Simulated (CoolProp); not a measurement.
Vapour-liquid equilibrium of hydrogen chloride (1) + n-butane (2) at 0.148 MPa; x and y are mole fractions of (1).

Values from CoolProp's multi-fluid Helmholtz-energy mixture model, Thol 2018 and Bücker 2006; pair parameters Bell 2016.

| x | bubble temperature (°C) | y at the bubble point | dew temperature at overall composition x (°C) | liquid density (mol/L) |
|---|---|---|---|---|
| 0.05 | -26.6 | 0.777 | 8.4 | 11.19 |
| 0.15 | -57.6 | [?] | 5.2 | 12.62 |
| 0.25 | -68.2 | 0.984 | 1.8 | 13.86 |
| 0.35 | -72.4 | 0.989 | -2.0 | 15.13 |
| 0.45 | -73.9 | [?] | -6.2 | 16.56 |
| 0.55 | [?] | 0.991 | [?] | 18.20 |
| 0.65 | -74.7 | 0.991 | -16.9 | 20.17 |
| 0.75 | -75.1 | 0.992 | -24.2 | 22.58 |
| 0.85 | -75.9 | 0.993 | -34.4 | [?] |
| 0.95 | -77.2 | 0.997 | -53.1 | 29.58 |

### Question
Complete the blanks.

### Answer

- 0.15, y at the bubble point: 0.963
- 0.45, y at the bubble point: 0.990
- 0.55, bubble temperature (°C): -74.5
- 0.55, dew temperature at overall composition x (°C): -11.1
- 0.85, liquid density (mol/L): 25.62

No azeotrope shows between x = 0.05 and 0.95.

Pair parameters are fitted to limited data, so mixtures are less certain than the pure fluids. With so large a gap from Raoult's law the liquid may split in two, which this calculation doesn't test in full.
